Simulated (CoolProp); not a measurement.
A closed Brayton cycle with nitrogen: compressor inlet 305.15 K and 2.2 MPa, high pressure 4.57 MPa, turbine inlet 845 K, compressor efficiency 0.89, turbine efficiency 0.9, recuperator effectiveness 0.8 (on enthalpy, no pinch check). Each further row changes one setting.

The numbers come from the reference Helmholtz-energy equation of state, Span 2000 in CoolProp.

```
case                           thermal efficiency (%)  net work (kJ/kg)  compressor to turbine work  compressor exit (K)  turbine exit (K)
-----------------------------  ----------------------  ----------------  --------------------------  -------------------  ----------------
as stated                                        30.6              68.7                        0.55                385.5             710.5
turbine inlet 795 K                              29.0              59.7                        0.58                385.5             667.2
compressor inlet 315.15 K                        29.7              65.9                        0.57                398.0             710.5
high pressure 3.88 MPa                           28.3              57.4                        0.52                366.0             738.7
recuperator effectiveness 0.5                    20.9              68.7                        0.55                385.5             710.5
```
